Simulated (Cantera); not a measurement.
An isothermal, constant-pressure homogeneous reactor starts with 15.5 % H₂, 9.71 % O₂, 74.8 % N₂, equivalence ratio 0.80, at 1075 K and 293 Torr.

Computed with Cantera and the H2/O2 subset of GRI-Mech 3.0, which has no nitrogen chemistry. The temperature is held fixed by assumption; the heat of reaction is taken as removed at once.

One state of this run: x H₂ = 0.00381; x O₂ = 0.0229; x OH = 0.000579; x O = 0.000443; x H₂O₂ = 2.46e-6; x H = 0.00151. x: mole fraction; the columns are a selection and need not sum to one.

Which value of t (s) does it belong to?
A) 0.00103
B) 2.29
C) 0.0485
D) 7.85e-5

A, 0.00103
